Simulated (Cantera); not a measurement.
A counterflow diffusion flame at 1.50 bar, nozzles 20 mm apart: fuel side 39.8 % CO, 16.3 % H₂, 43.8 % N₂ at 525 K, oxidiser side 20.0 % O₂, 80.0 % N₂ at 423 K, fuel mass flux 0.93 times the oxidiser's; mixture-averaged transport, no radiation.

Detailed kinetics in Cantera: GRI-Mech 3.0 (53 species, 325 reactions). The maximum strain rate includes the flame's own expansion and is several times the mean.

x: mole fraction; the columns are a selection and need not sum to one.

```csv
oxidiser flux (kg/m²/s),max strain (1/s),mean strain (1/s),T max (K),peak x OH,peak x H,peak x NO,peak x CO
0.9,298,87.9,1946,0.00557,0.00561,(withheld),0.404
1.1,360,107,1925,0.00561,0.00607,(withheld),0.404
1.4,453,137,1902,0.00569,0.00665,3.98e-5,0.404
1.7,545,166,1883,0.00572,0.00714,3.72e-5,0.404
2.1,667,205,1861,0.00571,0.00770,3.46e-5,0.404
2.5,789,244,1842,0.00574,0.00816,3.27e-5,0.404
3.1,969,303,1818,0.00571,0.00877,3.04e-5,0.404
3.8,1180,371,1793,0.00564,0.00936,2.83e-5,0.404
4.7,1440,459,1766,0.00556,0.00995,2.62e-5,0.404
5.8,1770,566,1740,0.00546,0.0105,(withheld),0.404
```

Complete the blanks.


- 0.9, peak x NO: 4.74e-5
- 1.1, peak x NO: 4.35e-5
- 5.8, peak x NO: 2.41e-5
